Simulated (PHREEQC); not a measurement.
Solution (25 °C): 0.001 mol/kgw PbCl2 and 0.093 mol/kgw Cu(NO3)2. Closed to the air; pH follows from the charge balance.

All values are PHREEQC results (ion-association model, phreeqc.dat), not measurements.

### Question
The ionic strength comes out as 0.281 mol/kgw. What activity coefficients do PbCl+, Cu2(OH)2+2, H+, NO3-, Cl- get?

### Answer
PbCl+ 0.73, Cu2(OH)2+2 0.29, H+ 0.79, NO3- 0.66, Cl- 0.69.

This is a speciation only: nothing precipitates in the calculation.
